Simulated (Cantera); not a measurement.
Input (Python, Cantera) and output of one run.

```python
import numpy as np
import cantera as ct

gas_names = """
    C CO COS CO2 CS CS2 C2 C2O C3 C3O2 C4 C5 Mg MgO MgS Mg2 O O2 O3 S SO SO2 SO3 S2 S2O S8
""".split()
cond_names = """
    C(gr) Mg(cr) Mg(L) MgCO3(s) MgO(s) MgO(L) MgS(s) MgSO4(s) MgSO4(L) S(cr1) S(cr2) S(L)
""".split()


# ... load() reads the species with a 1 bar reference pressure and builds the phases ...
atoms = {
    'MgSO4': {'Mg': 1, 'S': 1, 'O': 4},
    'C': {'C': 1},
    'O2': {'O': 2},
}
top_T = {'C(gr)': 4500, 'MgS(s)': 2250}  # K; cautious upper limits of use, not melting points


# ... equilibrate(T, P, feed) seeds the gas with the atoms and calls Mixture.equilibrate('TP', solver="vcs", rtol=1e-11, max_steps=5000) ...
results = []
feed = {'MgSO4': 1, 'C': 0.17, 'O2': 0.041}  # mol
P = 13332.2  # Pa
for T in [1125, 1150, 1175, 1200, 1225, 1250, 1275, 1300, 1325, 1350, 1375]:
    mix = equilibrate(T, P, feed)
    results.append((T, P, feed, dict(zip(mix.species_names, mix.species_moles))))

top = {s: max(r[3][s] / sum(r[3][g] for g in gas_names) for r in results) for s in gas_names}
cols = sorted((s for s in top if top[s] > 1e-06), key=lambda s: -top[s])[:7]
seen = [c for c in cond_names if any(r[3].get(c, 0) > 1e-12 for r in results)]
print("log10 of partial pressures in bar; condensed amounts in mol")
print(f"{'T/K':>10s}" + "".join(f"{s[:9]:>10s}" for s in cols + seen))
for T, P, feed, n in results:
    ng = sum(n[g] for g in gas_names)
    print(f"{T:10.4g}" + "".join(f"{np.log10(max(n[s] / ng * P / 1e5, 1e-99)):10.3f}" for s in cols)
          + "".join(f"{n.get(c, 0):10.4g}" for c in seen))
```

Output:

```
log10 of partial pressures in bar; condensed amounts in mol
       T/K       SO2       CO2        O2       SO3    MgO(s)  MgSO4(s)
      1125    -1.096    -1.277    -4.574    -3.691    0.2588    0.7412
      1150    -1.096    -1.279    -3.824    -3.415    0.2602    0.7398
      1175    -1.096    -1.286    -3.108    -3.151    0.2654    0.7346
      1200    -1.095    -1.319    -2.427    -2.898     0.289     0.711
      1225    -1.085    -1.484    -1.792    -2.657    0.4366    0.5634
      1250    -1.072    -1.828    -1.507    -2.584         1         0
      1275    -1.070    -1.829    -1.505    -2.660         1         0
      1300    -1.069    -1.829    -1.503    -2.734         1         0
      1325    -1.068    -1.830    -1.502    -2.805         1         0
      1350    -1.067    -1.830    -1.500    -2.874         1         0
      1375    -1.067    -1.831    -1.499    -2.941         1         0
```

Method: chemical equilibrium by Gibbs-energy minimisation in Cantera with the NASA 1993 tables (ideal gas, pure condensed phases). Mutual solubility and eutectic melting of coexisting phases are not modelled.
